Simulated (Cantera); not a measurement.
An isothermal, constant-pressure homogeneous reactor starts with CO : O₂ : H₂O : N₂ = 0.021 : 0.0082 : 0.0079 : 1 (molar parts), at 975 K and 47000 Pa.

Computed with Cantera and GRI-Mech 3.0 (53 species, 325 reactions).

**Question.** Predict: x(CO) at 20.0 s; x(H₂O) at 20.0 s; x(OH) at 20.0 s; x(NO) at 20.0 s.

**Answer.** 
| Quantity | Result |
|---|---|
| x(CO) at 20.0 s | 0.00317 (gas-phase equilibrium 0.00288) |
| x(H₂O) at 20.0 s | 0.00637 (gas-phase equilibrium 0.00608) |
| x(OH) at 20.0 s | 2.26e-9 (gas-phase equilibrium <1e-12) |
| x(NO) at 20.0 s | 1.29e-7 (gas-phase equilibrium <1e-12) |
